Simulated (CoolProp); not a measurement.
A simple Rankine cycle with toluene: condensing at 311.15 K, boiler at 0.107 MPa, turbine inlet 387.5 K, turbine efficiency 0.75, pump efficiency 0.8, no recuperator. Each further row changes one setting.

Model: reference Helmholtz-energy equation of state, Lemmon 2006, in CoolProp. It is a short technical equation, of lower accuracy than the large ones.

| case | thermal efficiency (%) | net work (kJ/kg) | heat in (kJ/kg) | turbine exit temperature (K) | volume ratio over the turbine |
|---|---|---|---|---|---|
| as stated | 12.6 | 63.4 | 502 | 338.0 | 13.5 |
| turbine inlet 407.5 K | 12.6 | 67.2 | 533 | 358.4 | 13.5 |
| condensing temperature 303.15 K | 13.9 | 71.6 | 516 | 331.4 | 19.4 |
| boiler pressure 0.0749 MPa | 11.1 | 56.0 | 503 | 344.9 | 9.50 |
| turbine efficiency 0.65 | 10.9 | 54.9 | 502 | 344.5 | 13.7 |
